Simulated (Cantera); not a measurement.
**Adiabatic ignition**

An adiabatic, constant-volume homogeneous reactor starts with 2.45 % CH4, 2.94 % CO, 19.9 % O2, 74.7 % N2, at 1050 K and 540 Torr.

Detailed kinetics in Cantera: GRI-Mech 3.0 (53 species, 325 reactions).

| t (s) | T (K) | P (bar) | x CH4 | x CO | x O2 | x N2O | x C2H4 | x CH2O | x C2H2 |
|---|---|---|---|---|---|---|---|---|---|
| 1.00e-6 | 1050 | 0.720 | 0.0245 | 0.0294 | 0.199 | <1e-12 | <1e-12 | <1e-12 | <1e-12 |
| 3.43e-6 | 1050 | 0.720 | 0.0245 | 0.0294 | 0.199 | <1e-12 | <1e-12 | <1e-12 | <1e-12 |
| 1.17e-5 | 1050 | 0.720 | 0.0245 | 0.0294 | 0.199 | <1e-12 | <1e-12 | <1e-12 | <1e-12 |
| 4.03e-5 | 1050 | 0.720 | 0.0245 | 0.0294 | 0.199 | <1e-12 | <1e-12 | 4.56e-12 | <1e-12 |
| 0.000138 | 1050 | 0.720 | 0.0245 | 0.0294 | 0.199 | <1e-12 | <1e-12 | 7.31e-11 | <1e-12 |
| 0.000473 | 1050 | 0.720 | 0.0245 | 0.0294 | 0.199 | <1e-12 | <1e-12 | 9.73e-10 | <1e-12 |
| 0.00162 | 1050 | 0.720 | 0.0245 | 0.0294 | 0.199 | <1e-12 | 1.49e-12 | 1.26e-8 | <1e-12 |
| 0.00555 | 1050 | 0.720 | 0.0245 | 0.0294 | 0.199 | <1e-12 | 9.27e-11 | 1.83e-7 | <1e-12 |
| 0.0190 | 1050 | 0.720 | 0.0245 | 0.0294 | 0.199 | 1.01e-12 | 6.79e-9 | 2.94e-6 | <1e-12 |
| 0.0652 | 1050 | 0.720 | 0.0245 | 0.0294 | 0.199 | 7.86e-12 | 1.33e-7 | 2.31e-5 | 5.30e-12 |
| 0.224 | 1054 | 0.723 | 0.0241 | 0.0293 | 0.199 | 9.07e-11 | 5.59e-6 | 0.000171 | 1.37e-9 |
| 0.766 | 2020 | 1.37 | <1e-12 | 0.000198 | 0.136 | 3.96e-7 | <1e-12 | <1e-12 | <1e-12 |
| 2.63 | 2012 | 1.36 | <1e-12 | 0.000186 | 0.135 | 3.91e-7 | <1e-12 | <1e-12 | <1e-12 |
| 9.00 | 2006 | 1.36 | <1e-12 | 0.000179 | 0.134 | 3.91e-7 | <1e-12 | <1e-12 | <1e-12 |
x: mole fraction; the columns are a selection and need not sum to one.

- time of steepest temperature rise = 0.285 s
- temperature at 9.00 s = 2006 K
- equilibrium temperature = 2006 K
- x(CH4) at 9.00 s = <1e-12 (gas-phase equilibrium <1e-12)
- x(CO) at 9.00 s = 0.000179 (gas-phase equilibrium 0.000179)
- x(O2) at 9.00 s = 0.134 (gas-phase equilibrium 0.134)
